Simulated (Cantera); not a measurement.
## Iron carbonyl, mercury and lead vapours: PbO + CO + H₂

Feed: 1 mol PbO, 0.11 mol CO, a varied amount of H₂, at 4500 Pa.

Cantera equilibrium calculation (NASA polynomials, part measured and part estimated; ideal gas, pure solids and liquids). Candidate condensed phases: C, C₆H₆, C₇H₈, C₈H₁₈, H₂O, Pb, PbO, PbO₂, Pb₃O₄; 113 gas species. Each liquid is taken as pure. Mutual solubility and eutectic melting of coexisting phases are not modelled. The numbers say what is thermodynamically allowed, not how fast it happens.

Problem. Map the stable condensed phases over T = 923, 973, 1023, 1073, 1123, 1173, 1223, 1273, 1323, 1373, 1423, 1473 K and n(H₂) in mol = 0.2, 0.33, 0.55, 0.92, 1.5, 2.6, 4.3, 7.3, 12, 20, 34, 57, 95.

Solution. 
```
T in K \ n(H₂) in mol
          0.2 0.33 0.55 0.92  1.5  2.6  4.3  7.3   12   20   34   57   95
   1473     A    A    A    B    C    C    C    C    C    C    C    C    C
   1423     A    A    A    B    B    B    C    C    C    C    C    C    C
   1373     A    A    A    B    B    B    B    C    C    C    C    C    C
   1323     A    A    A    B    B    B    B    B    C    C    C    C    C
   1273     A    A    A    B    B    B    B    B    B    B    C    C    C
   1223     A    A    A    B    B    B    B    B    B    B    B    C    C
   1173     A    A    A    B    B    B    B    B    B    B    B    B    B
   1123     A    A    A    B    B    B    B    B    B    B    B    B    B
   1073     A    A    A    B    B    B    B    B    B    B    B    B    B
   1023     A    A    A    B    B    B    B    B    B    B    B    B    B
    973     A    A    A    B    B    B    B    B    B    B    B    B    B
    923     A    A    A    B    B    B    B    B    B    B    B    B    B
```
A: Pb + PbO; B: Pb; C: gas only.
